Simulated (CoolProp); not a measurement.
Properties of R1234ze(E) along the isobar 12300 kPa (Tc = 109.4 °C, pc = 3635 kPa, ω = 0.313).

Model: reference Helmholtz-energy equation of state, Thol 2016, in CoolProp.

| T (°C) | phase | Joule-Thomson coefficient (K/MPa) | isothermal compressibility (1/MPa) | expansivity (1/kK) | viscosity (µPa s) | conductivity (mW/(m K)) |
|---|---|---|---|---|---|---|
| -0.05 | liquid | -0.2866 | 0.002105 | 1.949 | 307 | 89.6 |
| 20.95 | liquid | -0.2329 | … | 2.131 | … | 83.0 |
| 41.95 | liquid | -0.1601 | 0.003677 | … | 195 | 76.9 |
| 62.95 | liquid | -0.06016 | … | 2.700 | … | 71.5 |
| 83.95 | liquid | 0.07979 | 0.007319 | 3.136 | 129 | 66.6 |
| 104.85 | liquid | 0.2802 | … | 3.725 | … | 62.4 |
| 125.85 | supercritical | 0.5781 | 0.01719 | 4.535 | 87.6 | 58.9 |
| 146.85 | supercritical | 1.014 | 0.02774 | 5.586 | 72.8 | … |

### Question
Fill in the missing entries.

### Answer

- 20.95, isothermal compressibility (1/MPa): 0.002747
- 20.95, viscosity (µPa s): 243
- 41.95, expansivity (1/kK): 2.375
- 62.95, isothermal compressibility (1/MPa): 0.005088
- 62.95, viscosity (µPa s): 158
- 104.85, isothermal compressibility (1/MPa): 0.01097
- 104.85, viscosity (µPa s): 106
- 146.85, conductivity (mW/(m K)): 56.1

Viscosity comes from a separate model (Bell 2016), an estimate that may be off by 10 % or more. Thermal conductivity comes from a separate model (Perkins 2011).
